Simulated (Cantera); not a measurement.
## Thermodynamics of silicon oxide and oxynitride deposition, feed SiH₂Cl₂ + N₂O + H₂

Charge: 1 mol SiH₂Cl₂, a varied amount of N₂O, 0.14 mol H₂, equilibrated at 1973.15 K and 10000 Pa.

Method: chemical equilibrium by Gibbs-energy minimisation in Cantera with the NASA 1993 tables (ideal gas, pure condensed phases). Candidate condensed phases: H₂O, NH₄Cl, Si, SiO₂, Si₂N₂O, Si₃N₄; 47 gas species. The tables' values for SiCl₃, SiCl are old estimates; treat these amounts as uncertain. The tables hold silica as quartz up to 1696 K and as liquid above; real silica turns to tridymite and cristobalite and melts near 1996 K. The numbers say what is thermodynamically allowed, not how fast it happens.

At 0.71 mol N₂O nothing is condensed. From 0.92 mol N₂O to 3.4 mol N₂O the condensed part is SiO₂(condensed).

| n(N₂O) (mol) | x N₂ | x HCl | x SiO | x H₂ | x O₂ | x SiCl₂ | x Cl | x H₂O | n SiO₂(condensed) |
|---|---|---|---|---|---|---|---|---|---|
| 0.71 | 0.200 | 0.388 | 0.200 | 0.126 | <1e-12 | 0.0743 | 0.00349 | 7.41e-5 | 0 |
| 0.92 | 0.240 | 0.430 | 0.201 | 0.0816 | 3.03e-12 | 0.0357 | 0.00481 | 0.000191 | 0.0750 |
| 1.2 | 0.306 | 0.443 | 0.148 | 0.0681 | 5.62e-12 | 0.0244 | 0.00542 | 0.000217 | 0.310 |
| 1.5 | 0.373 | 0.457 | 0.0934 | 0.0541 | 1.40e-11 | 0.0131 | 0.00627 | 0.000273 | 0.561 |
| 2 | 0.479 | 0.471 | 0.00392 | 0.0333 | 7.97e-9 | 3.97e-5 | 0.00823 | 0.00401 | 0.983 |
| 2.6 | 0.514 | 0.330 | 2.11e-6 | 0.000268 | 0.0275 | 7.01e-10 | 0.0643 | 0.0598 | 1.000 |
| 3.4 | 0.540 | 0.250 | 1.23e-6 | 0.000145 | 0.0808 | 2.54e-10 | 0.0664 | 0.0554 | 1.000 |
x: gas mole fraction; n: condensed amount in mol.
